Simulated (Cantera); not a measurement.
Mixture: CH₃OH : O₂ : N₂ : H₂ = 1 : 1.07 : 4.03 : 0.0061 (molar parts), at 1.01 bar, adiabatic and at constant volume. Ignition delay is the time to a rise of 400 K.

Detailed kinetics in Cantera: GRI-Mech 3.0 (53 species, 325 reactions). GRI-Mech 3.0 was tuned for natural gas; its chemistry of methanol as a main component is partial and can be far from experiment.

Question: Predict: delay at 1173 K; delay at 1323 K; delay at 1473 K; delay at 1623 K; delay at 1773 K; apparent activation energy between 1623 and 1773 K.

Answer: 
```json
{
 "delay at 1173 K": "13.3 ms",
 "delay at 1323 K": "1.35 ms",
 "delay at 1473 K": "0.233 ms",
 "delay at 1623 K": "60.3 µs",
 "delay at 1773 K": "20.7 µs",
 "apparent activation energy between 1623 and 1773 K": "170 kJ/mol"
}
```
